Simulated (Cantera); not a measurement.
## Adiabatic ignition

An adiabatic, constant-pressure homogeneous reactor starts with 7.54 % CH4, 1.28 % CO, 19.1 % O2, 72.0 % N2, equivalence ratio 0.82, at 1500 K and 1700000 Pa.

Computed with Cantera and GRI-Mech 3.0 (53 species, 325 reactions). The pressure lies above the range GRI-Mech 3.0 was tuned for (to about 10 atm).

| t (s) | T (K) | x CH4 | x CO | x O2 | x C2H2 | x N2O | x OH | x C2H |
|---|---|---|---|---|---|---|---|---|
| 2.00e-6 | 1500 | 0.0754 | 0.0128 | 0.191 | <1e-12 | 1.55e-11 | 2.58e-8 | <1e-12 |
| 5.97e-6 | 1500 | 0.0753 | 0.0128 | 0.191 | 1.03e-12 | 1.05e-10 | 8.51e-8 | <1e-12 |
| 1.78e-5 | 1500 | 0.0752 | 0.0128 | 0.191 | 3.03e-10 | 6.73e-10 | 3.23e-7 | <1e-12 |
| 5.32e-5 | 1507 | 0.0737 | 0.0129 | 0.190 | 5.59e-8 | 5.43e-9 | 1.20e-6 | <1e-12 |
| 0.000159 | 2847 | <1e-12 | 0.0163 | 0.0382 | <1e-12 | 2.98e-6 | 0.0141 | <1e-12 |
| 0.000474 | 2833 | <1e-12 | 0.0163 | 0.0338 | <1e-12 | 3.10e-6 | 0.0132 | <1e-12 |
| 0.00141 | 2829 | <1e-12 | 0.0163 | 0.0329 | <1e-12 | 3.15e-6 | 0.0131 | <1e-12 |
| 0.00422 | 2829 | <1e-12 | 0.0163 | 0.0329 | <1e-12 | 3.15e-6 | 0.0131 | <1e-12 |
| 0.0126 | 2829 | <1e-12 | 0.0163 | 0.0329 | <1e-12 | 3.15e-6 | 0.0131 | <1e-12 |
| 0.0376 | 2829 | <1e-12 | 0.0163 | 0.0329 | <1e-12 | 3.15e-6 | 0.0131 | <1e-12 |
| 0.112 | 2829 | <1e-12 | 0.0163 | 0.0329 | <1e-12 | 3.15e-6 | 0.0131 | <1e-12 |
| 0.335 | 2829 | <1e-12 | 0.0163 | 0.0329 | <1e-12 | 3.15e-6 | 0.0131 | <1e-12 |
| 1.00 | 2829 | <1e-12 | 0.0163 | 0.0329 | <1e-12 | 3.15e-6 | 0.0131 | <1e-12 |
x: mole fraction; the columns are a selection and need not sum to one.

The time of steepest temperature rise comes out as 0.115 ms, the temperature at 1.00 s comes out as 2829 K and the equilibrium temperature is 2829 K. The x(CH4) at 1.00 s is <1e-12 (gas-phase equilibrium <1e-12) and the x(CO) at 1.00 s comes out as 0.0163 (gas-phase equilibrium 0.0163). The x(O2) at 1.00 s is 0.0329 (gas-phase equilibrium 0.0329).
